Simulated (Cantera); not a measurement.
Input (Python, Cantera) and output of one run.

```python
import numpy as np
import cantera as ct

gas_names = [...]  # 139 gases of nasa_gas.yaml made of C, Cu, H, N, O
cond_names = """
    C(gr) C6H6(L) C7H8(L) C8H18(L),n-octa Cu(cr) Cu(L) CuO(s) CuO2H2(s) Cu2O(s) Cu2O(L) H2O(s) H2O(L)
""".split()


# ... load() reads the species with a 1 bar reference pressure and builds the phases ...
atoms = {
    'Cu2O': {'Cu': 2, 'O': 1},
    'CH4': {'C': 1, 'H': 4},
    'N2': {'N': 2},
    'H2O': {'H': 2, 'O': 1},
}
top_T = {'C(gr)': 4500, 'CuO(s)': 1390}  # K; cautious upper limits of use, not melting points


# ... equilibrate(T, P, feed) seeds the gas with the atoms and calls Mixture.equilibrate('TP', solver="vcs", rtol=1e-11, max_steps=5000) ...
results = []
feed = {'Cu2O': 1, 'CH4': 2.5, 'N2': 1.7, 'H2O': 0.0026}  # mol
P = 1600  # Pa
for T in [950, 1025, 1100, 1175, 1250, 1325, 1400, 1475]:
    mix = equilibrate(T, P, feed)
    results.append((T, P, feed, dict(zip(mix.species_names, mix.species_moles))))

top = {s: max(r[3][s] / sum(r[3][g] for g in gas_names) for r in results) for s in gas_names}
cols = sorted((s for s in top if top[s] > 0.0001), key=lambda s: -top[s])[:7]
seen = [c for c in cond_names if any(r[3].get(c, 0) > 1e-12 for r in results)]
print("log10 of partial pressures in bar; condensed amounts in mol")
print(f"{'T/K':>10s}" + "".join(f"{s[:9]:>10s}" for s in cols + seen))
for T, P, feed, n in results:
    ng = sum(n[g] for g in gas_names)
    print(f"{T:10.4g}" + "".join(f"{np.log10(max(n[s] / ng * P / 1e5, 1e-99)):10.3f}" for s in cols)
          + "".join(f"{n.get(c, 0):10.4g}" for c in seen))
```

Result:

```
log10 of partial pressures in bar; condensed amounts in mol
       T/K        H2        N2        CO       H2O       CH4       CO2        Cu     C(gr)    Cu(cr)     Cu(L)
       950    -1.985    -2.451    -2.687    -4.702    -4.745    -5.151   -11.724     1.502         2         0
      1025    -1.984    -2.452    -2.683    -5.243    -5.102    -5.829   -10.382     1.497         2         0
      1100    -1.984    -2.452    -2.682    -5.714    -5.412    -6.418    -9.225     1.497         2         0
      1175    -1.984    -2.452    -2.682    -6.125    -5.685    -6.931    -8.218     1.497         2         0
      1250    -1.984    -2.452    -2.682    -6.487    -5.926    -7.380    -7.334     1.497         2         0
      1325    -1.984    -2.452    -2.682    -6.808    -6.140    -7.776    -6.552     1.496         2         0
      1400    -1.984    -2.452    -2.682    -7.094    -6.332    -8.129    -5.870     1.496         0     1.999
      1475    -1.984    -2.453    -2.682    -7.351    -6.504    -8.444    -5.271     1.495         0     1.997
```

Cantera equilibrium calculation (NASA polynomials, part measured and part estimated; ideal gas, pure solids and liquids).
